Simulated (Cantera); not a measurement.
What does this Cantera script print?

```python
import numpy as np
import cantera as ct

gas_names = [...]  # 113 gases of nasa_gas.yaml made of C, H, O, Ti
cond_names = """
    C(gr) C6H6(L) C7H8(L) C8H18(L),n-octa H2O(s) H2O(L) Ti(a) Ti(b) Ti(L) TiC(s) TiC(L) TiO(a) TiO(b)
    TiO(L) TiO2(ru) TiO2(L) Ti2O3(a) Ti2O3(b) Ti2O3(L) Ti3O5(a) Ti3O5(b) Ti3O5(L) Ti4O7(s) Ti4O7(L)
""".split()


# ... load() reads the species with a 1 bar reference pressure and builds the phases ...
atoms = {
    'Ti(OiPr)4': {'Ti': 1, 'C': 12, 'H': 28, 'O': 4},
    'H2O': {'H': 2, 'O': 1},
}
top_T = {'C(gr)': 4500}  # K; cautious upper limits of use, not melting points


# ... equilibrate(T, P, feed) seeds the gas with the atoms and calls Mixture.equilibrate('TP', solver="vcs", rtol=1e-11, max_steps=5000) ...
results = []
T = 1000  # K
P = 13332.2  # Pa
for m in [3.7, 4.2, 4.9, 5.7, 6.6, 7.6, 8.8, 10, 12, 14, 16]:
    feed = {'Ti(OiPr)4': 1, 'H2O': m}  # mol
    mix = equilibrate(T, P, feed)
    results.append((T, P, feed, dict(zip(mix.species_names, mix.species_moles))))

top = {s: max(r[3][s] / sum(r[3][g] for g in gas_names) for r in results) for s in gas_names}
cols = sorted((s for s in top if top[s] > 0.001), key=lambda s: -top[s])[:7]
seen = [c for c in cond_names if any(r[3].get(c, 0) > 1e-12 for r in results)]
print("log10 of partial pressures in bar; condensed amounts in mol")
print(f"{'n(H2O)':>10s}" + "".join(f"{s[:9]:>10s}" for s in cols + seen))
for T, P, feed, n in results:
    ng = sum(n[g] for g in gas_names)
    print(f"{feed['H2O']:10.4g}" + "".join(f"{np.log10(max(n[s] / ng * P / 1e5, 1e-99)):10.3f}" for s in cols)
          + "".join(f"{n.get(c, 0):10.4g}" for c in seen))
```

Result:

```
log10 of partial pressures in bar; condensed amounts in mol
    n(H2O)        H2        CO       H2O       CO2       CH4     C(gr)  TiO2(ru)
       3.7    -1.001    -1.511    -2.915    -3.268    -3.022     6.438         1
       4.2    -1.007    -1.493    -2.903    -3.232    -3.034     5.964         1
       4.9    -1.015    -1.471    -2.889    -3.188    -3.050     5.299         1
       5.7    -1.023    -1.450    -2.875    -3.145    -3.066     4.539         1
       6.6    -1.031    -1.429    -2.863    -3.105    -3.082     3.684         1
       7.6    -1.039    -1.411    -2.853    -3.067    -3.098     2.734         1
       8.8    -1.048    -1.392    -2.843    -3.030    -3.115     1.595         1
        10    -1.055    -1.376    -2.835    -2.999    -3.130    0.4549         1
        12    -1.062    -1.407    -2.356    -2.544    -3.660         0         1
        14    -1.072    -1.456    -2.073    -2.301    -4.021         0         1
        16    -1.082    -1.504    -1.907    -2.172    -4.266         0         1
```

These are equilibrium values from Cantera (NASA tables, ideal gas, pure condensed phases), not measurements of a reactor. The feed counts by its element totals alone. Gases not in the tables: TiO(OH)2.
